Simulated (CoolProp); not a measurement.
CHF3 (R23) at several states: fugacity coefficient from the reference equation and from simpler models built on Tc = 299.3 K, pc = 4.832 MPa, ω = 0.263; each cubic takes its own stable root.

Values from CoolProp's reference Helmholtz-energy equation of state, Penoncello 2003.

```
T (K)  p (MPa)   phase  reference  van der Waals  Redlich-Kwong  Soave-Redlich-Kwong  Peng-Robinson
-----  -------  ------  ---------  -------------  -------------  -------------------  -------------
148.5    0.494  liquid   0.007552         0.2538        0.02016             0.007111       0.007684
226.2     2.59  liquid     0.1973         0.4821         0.2830               0.2051         0.2005
405.9    0.565     gas     0.9861         0.9840         0.9842               0.9877         0.9846
138      0.565  liquid   0.002018         0.1352       0.005969             0.001865       0.002079
```
